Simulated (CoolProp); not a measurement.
R365MFC along the isobar 3.93 MPa: density (kg/m³) from the reference equation and from simpler models built on Tc = 460.0 K, pc = 3.266 MPa, ω = 0.377; each cubic takes its own stable root.

The numbers come from the reference Helmholtz-energy equation of state, Lemmon 2016 in CoolProp.

```tsv
T (K)	phase	reference	van der Waals	Redlich-Kwong	Soave-Redlich-Kwong	Peng-Robinson
384	liquid	1067	667.7	918.4	972.9	1100
391.8	liquid	1045	655.4	895.1	948.1	1072
399.5	liquid	1021	642.6	870.9	921.9	1042
407.2	liquid	997.0	629.0	845.3	893.9	1010
415	liquid	970.4	614.4	817.6	863.2	974.1
422.7	liquid	941.9	598.8	788.3	830.2	935.8
430.4	liquid	910.6	582.0	756.5	793.8	893.3
438.1	liquid	875.4	563.5	721.5	752.9	845.4
445.9	liquid	834.0	542.6	681.5	705.3	789.2
453.6	liquid	783.8	518.8	635.6	648.8	722.3
461.3	supercritical	714.6	490.4	579.0	575.4	634.8
469.1	supercritical	566.7	453.6	499.5	459.2	495.7
476.8	supercritical	330.1	401.1	380.5	323.9	344.3
484.5	supercritical	273.4	326.7	302.0	269.5	285.2
492.3	supercritical	244.7	276.5	264.4	240.3	253.2
500	supercritical	225.9	248.9	241.1	220.9	232.1
```
